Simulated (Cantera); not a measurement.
A perfectly stirred reactor is fed with 54.3 % NO, 45.7 % N2, at 1.00 bar; it is held at 1800 K, and followed from long to short residence time.

Model: GRI-Mech 3.0 (53 species, 325 reactions), integrated in Cantera.

**Question.** Predict: x(NO) at τ = 0.350 s; x(O2) at τ = 0.350 s; x(N2O) at τ = 0.350 s; x(NO2) at τ = 0.350 s; x(N2) at τ = 0.350 s; x(NO) at τ = 9.60 ms; x(O2) at τ = 9.60 ms; x(N2O) at τ = 9.60 ms; x(NO2) at τ = 9.60 ms; x(N2) at τ = 9.60 ms.

**Answer.** 
- x(NO) at τ = 0.350 s: 0.499
- x(O2) at τ = 0.350 s: 0.0216
- x(N2O) at τ = 0.350 s: 0.000103
- x(NO2) at τ = 0.350 s: 0.000442
- x(N2) at τ = 0.350 s: 0.478
- x(NO) at τ = 9.60 ms: 0.542
- x(O2) at τ = 9.60 ms: 0.000515
- x(N2O) at τ = 9.60 ms: 0.000104
- x(NO2) at τ = 9.60 ms: 0.000207
- x(N2) at τ = 9.60 ms: 0.457
